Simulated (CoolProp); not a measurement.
A simple Rankine cycle with R115: condensing at 289.15 K, boiler at 1.83 MPa, turbine inlet 367.6 K, turbine efficiency 0.9, pump efficiency 0.8, no recuperator. Each further row changes one setting.

The numbers come from the reference Helmholtz-energy equation of state, Lemmon 2016 in CoolProp.

| case | thermal efficiency (%) | net work (kJ/kg) | heat in (kJ/kg) | turbine exit temperature (K) | volume ratio over the turbine |
|---|---|---|---|---|---|
| as stated | 8.4 | 12.9 | 153 | 339.7 | 2.70 |
| turbine inlet 387.6 K | 8.3 | 14.2 | 171 | 360.4 | 2.64 |
| condensing temperature 281.15 K | (withheld) | 16.2 | (withheld) | (withheld) | 3.40 |
| boiler pressure 1.28 MPa | 5.5 | (withheld) | 158 | (withheld) | (withheld) |
| turbine efficiency 0.8 | 7.4 | (withheld) | 153 | 341.6 | 2.72 |

Question: Fill in the missing entries.

Answer: 
- condensing temperature 281.15 K, thermal efficiency (%): 10.0
- condensing temperature 281.15 K, heat in (kJ/kg): 162
- condensing temperature 281.15 K, turbine exit temperature (K): 333.9
- boiler pressure 1.28 MPa, net work (kJ/kg): 8.67
- boiler pressure 1.28 MPa, turbine exit temperature (K): 351.3
- boiler pressure 1.28 MPa, volume ratio over the turbine: 1.82
- turbine efficiency 0.8, net work (kJ/kg): 11.3
